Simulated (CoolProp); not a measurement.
Model: reference Helmholtz-energy equation of state, Lemmon 2006, in CoolProp. It is a short technical equation, of lower accuracy than the large ones.

### Question
For nitrous oxide, give the phase and the density (kg/m³), cp (kJ/(kg K)), isothermal compressibility (1/MPa), expansivity (1/kK) at 366.8 K and 2.53 MPa.

### Answer
- 366.8 K and 2.53 MPa: gas; density 39.3, cp 1.04, isothermal compressibility 0.427, expansivity 3.48
